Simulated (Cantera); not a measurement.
**Gas-phase reforming**

An isothermal, constant-pressure homogeneous reactor starts with CH4 : H2O = 1 : 1.4 (molar parts), at 1775 K and 1000000 Pa.

Cantera simulation using GRI-Mech 3.0 (53 species, 325 reactions); the numbers are that mechanism's predictions, not measurements.

```csv
t (s),x CH4,x H2O,x HO2,x C2H2,x CH2
8.00e-5,0.367,0.570,1.37e-12,0.00410,2.74e-7
0.000274,0.283,0.533,1.01e-12,0.0327,1.93e-7
0.000936,0.177,0.480,<1e-12,0.0730,1.52e-7
0.00320,0.0935,0.427,<1e-12,0.0937,1.22e-7
0.0110,0.0655,0.362,<1e-12,0.0821,8.74e-8
0.0375,0.0599,0.270,<1e-12,0.0488,4.74e-8
0.128,0.0446,0.178,<1e-12,0.0185,2.05e-8
0.438,0.0225,0.117,<1e-12,0.00362,7.34e-9
1.50,0.00537,0.0900,<1e-12,0.000179,1.51e-9
5.13,0.000157,0.0839,<1e-12,1.50e-7,4.29e-11
17.5,2.09e-5,0.0837,<1e-12,2.77e-9,5.73e-12
60.0,2.09e-5,0.0837,<1e-12,2.77e-9,5.73e-12
```
x: mole fraction; the columns are a selection and need not sum to one.

Equilibrium at this temperature and pressure: CH4 2.28e-5, H2O 0.0837, HO2 <1e-12, C2H2 3.28e-9, CH2 6.26e-12 (gas phase only).
